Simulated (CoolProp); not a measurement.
Vapour-liquid equilibrium of ethylene (1) + carbon dioxide (2) at 1.7 MPa; x and y are mole fractions of (1).

Computed with CoolProp (multi-fluid Helmholtz-energy mixture model, Smukala 2000 and Span 1996; pair parameters Bell 2016).

### Question
Give the bubble temperature and the first vapour's composition at x = 0.65, 0.8, 0.95. Is there an azeotrope?

### Answer
x = 0.65: -35.3 °C, y = 0.669; x = 0.8: -35.5 °C, y = 0.796; x = 0.95: -35.0 °C, y = 0.944. y crosses x between x = 0.65 and 0.8: the model has an azeotrope there.

Pair parameters are fitted to limited data, so mixtures are less certain than the pure fluids.
